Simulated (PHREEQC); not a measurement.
A column of 0.2 m (30 cells, dispersivity 0.007 m, 300 s a shift, diffusion coefficient 3e-10 m²/s) holds 0.058 eq of the database's cation exchanger X per kg of pore water, first in equilibrium with 9.9 mmol/kgw KBr, 0.98 mmol/kgw Na2SO4 and 0.01 mmol/kgw HCl. It is flushed with 0.00059 mol CaCl2, 0.0043 mol NaCl, 0.064 mol MnCl2 and 1e-05 mol HCl per kg of water, at 25 °C. Values are for the last cell. The system is closed to CO2. Nothing may precipitate in this run.

Model: ion-association model, phreeqc.dat, run in PHREEQC.

| pore volumes | Mn in solution (mol/kgw) | Ca in solution (mol/kgw) | Br in solution (mol/kgw) |
|---|---|---|---|
| 0 | 0 | 0 | 0.00990 |
| 0.2167 | 0 | 0 | 0.00990 |
| 0.4167 | 0 | 0 | 0.00990 |
| 0.5167 | 0 | 0 | 0.00983 |
| 0.7167 | 1.13e-8 | 1.98e-14 | 0.00863 |
| 0.9167 | 0.00128 | 1.91e-7 | 0.00572 |
| 1.117 | 0.0143 | 1.48e-5 | 0.00288 |
| 1.217 | 0.0228 | 3.68e-5 | 0.00189 |
| 1.417 | 0.0372 | 0.000104 | 0.000723 |
| 1.617 | 0.0472 | 0.000186 | 0.000247 |
| 1.817 | 0.0536 | 0.000269 | 7.76e-5 |
| 1.917 | 0.0559 | 0.000308 | 4.26e-5 |
| 2.117 | 0.0592 | 0.000380 | 1.24e-5 |
| 2.317 | 0.0612 | 0.000439 | 3.46e-6 |
| 2.517 | 0.0624 | 0.000486 | 9.43e-7 |
| 2.617 | 0.0628 | 0.000504 | 4.88e-7 |
| 2.817 | 0.0634 | 0.000533 | 1.29e-7 |
| 3.017 | 0.0637 | 0.000554 | 3.37e-8 |

Complexes and solids missing from the database can't appear.
